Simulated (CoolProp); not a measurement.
Vapour-liquid equilibrium of R125 (1) + propylene (2) at 1660 kPa; x and y are mole fractions of (1).

Computed with CoolProp (multi-fluid Helmholtz-energy mixture model, Lemmon 2005 and Lemmon 2013; pair parameters Bell 2016).

| x | bubble temperature, mixture model (K) | bubble temperature, Raoult's law (K) | y, mixture model | y, Raoult's law |
|---|---|---|---|---|
| 0.05 | 310.4 | 313.0 | 0.093 | 0.060 |
| 0.125 | 307.0 | 312.3 | 0.204 | 0.148 |
| 0.2 | 304.6 | 311.6 | 0.290 | 0.233 |
| 0.275 | 302.8 | 310.9 | 0.360 | 0.315 |
| 0.35 | 301.6 | 310.3 | 0.421 | 0.395 |
| 0.425 | 300.8 | 309.7 | 0.476 | 0.473 |
| 0.5 | 300.3 | 309.1 | 0.529 | 0.548 |
| 0.575 | 300.1 | 308.5 | 0.581 | 0.621 |
| 0.65 | 300.2 | 307.9 | 0.636 | 0.692 |
| 0.725 | 300.5 | 307.3 | 0.695 | 0.761 |
| 0.8 | 301.2 | 306.8 | 0.762 | 0.829 |
| 0.875 | 302.4 | 306.3 | 0.839 | 0.894 |
| 0.95 | 304.0 | 305.7 | 0.930 | 0.958 |

The largest gap from Raoult's law is -8.9 K in bubble temperature, at x = 0.425. y crosses x between x = 0.575 and 0.65: the model has an azeotrope there.

The pair parameters rest on a limited set of measurements; away from them the model extrapolates.
